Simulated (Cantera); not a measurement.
Feed: 1 mol PbF2, 0.027 mol HF, 0.1 mol N2, at 1348.15 K and 0.133 bar.

Equilibrium computed with Cantera from the NASA thermochemical tables; the gas is ideal and each condensed phase is pure. Candidate condensed phases: Pb, PbF2; 26 gas species. Each liquid is taken as pure. Mutual solubility and eutectic melting of coexisting phases are not modelled. Kinetics and transport are ignored.

Base state: N2 0.426, PbF2 0.232, PbF4 0.176, HF 0.115, Pb 0.0359, PbF 0.0156 (mole fractions); condensed: Pb(l) + PbF2(l).

Task: What changes in the equilibrium state with this change: temperature from 1348.15 K to 1250 K?

Result: 
```tsv
species	before	after
N2	0.426	0.671
HF	0.115	0.181
PbF4	0.176	0.0708
PbF2	0.232	0.0639
PbF	0.0156	0.00331
Pb	0.0359	0.0100
H2	5.23e-6	2.30e-5
Pb(l), mol	0.0310	0.00881
PbF2(l), mol	0.861	0.969
```

Task: What changes in the equilibrium state with this change: temperature from 1348.15 K to 2073.15 K?

Result: 
```tsv
species	before	after
PbF2	0.232	0.588
PbF4	0.176	0.122
PbF	0.0156	0.109
N2	0.426	0.0887
HF	0.115	0.0239
Pb	0.0359	0.0673
F	2.60e-9	0.000784
Pb(l), mol	0.0310	0
PbF2(l), mol	0.861	0
```

Task: What changes in the equilibrium state with this change: pressure from 0.133 bar to 0.830 Pa?

Result: 
```json
[
 {"species": "PbF2", "before": "0.232", "after": "0.498"},
 {"species": "PbF4", "before": "0.176", "after": "0.183"},
 {"species": "Pb", "before": "0.0359", "after": "0.159"},
 {"species": "N2", "before": "0.426", "after": "0.0887"},
 {"species": "HF", "before": "0.115", "after": "0.0240"},
 {"species": "PbF", "before": "0.0156", "after": "0.0480"},
 {"species": "F", "before": "2.60e-9", "after": "2.90e-5"},
 {"species": "Pb(l), mol", "before": "0.0310", "after": "0"},
 {"species": "PbF2(l), mol", "before": "0.861", "after": "0"}
]
```
